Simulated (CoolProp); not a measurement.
Values from CoolProp's reference Helmholtz-energy equation of state, Zhou 2012.

Question: Give the vapour pressure (kPa), vapour density (kg/m³), enthalpy of vaporisation (kJ/kg) of saturated m-xylene at 164.35, 206.95, 215.55 °C.

Answer: 
```csv
T (°C),p (kPa),vapour density (kg/m³),enthalpy of vaporisation (kJ/kg)
164.35,191,5.97,324
206.95,468,14.2,293
215.55,549,16.7,286
```
